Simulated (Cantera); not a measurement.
Charge: 1 mol Al(CH₃)₃, 440 mol NH₃, 15 mol H₂, 0.54 mol O₂, at 100000 Pa.

Cantera equilibrium calculation (NASA polynomials, part measured and part estimated; ideal gas, pure solids and liquids). Candidate condensed phases: Al, AlN, Al₂O₃, C, C₆H₆, C₇H₈, C₈H₁₈, H₂O; 148 gas species. The feed counts by its element totals alone. Kinetics and transport are ignored.

x: gas mole fraction; n: condensed amount in mol.

| T (K) | x H₂ | x N₂ | x CH₄ | x HCN | x CO | n AlN(s) | n C(graphite) |
|---|---|---|---|---|---|---|---|
| 1475 | 0.753 | 0.244 | 0.00165 | 0.000379 | 0.00120 | 1.00 | 0.0840 |
| 1500 | 0.753 | 0.244 | ___ | ___ | 0.00120 | 1.00 | ___ |
| 1525 | 0.753 | 0.244 | 0.00129 | 0.000539 | 0.00120 | 1.000 | 0.245 |
| 1550 | 0.753 | 0.244 | ___ | ___ | 0.00120 | 1.000 | 0.274 |
| 1575 | 0.753 | 0.244 | 0.00103 | 0.000749 | 0.00120 | 1.000 | 0.272 |
| 1600 | 0.753 | 0.244 | 0.000926 | 0.000877 | 0.00120 | 1.000 | 0.239 |
| 1625 | 0.753 | 0.244 | 0.000834 | 0.00102 | 0.00120 | 1.000 | 0.176 |
| 1650 | 0.753 | 0.243 | 0.000754 | 0.00118 | 0.00120 | 1.000 | 0.0829 |
| 1675 | 0.753 | 0.243 | 0.000670 | 0.00134 | 0.00120 | 1.000 | 0 |
| 1700 | 0.753 | 0.243 | 0.000566 | 0.00143 | 0.00120 | 1.000 | 0 |
| 1725 | 0.753 | 0.243 | 0.000476 | 0.00151 | 0.00120 | 1.000 | 0 |

Problem. Complete the blanks.

Solution. 
- 1500, x CH₄: 0.00146
- 1500, x HCN: 0.000453
- 1500, n C(graphite): 0.182
- 1550, x CH₄: 0.00115
- 1550, x HCN: 0.000637
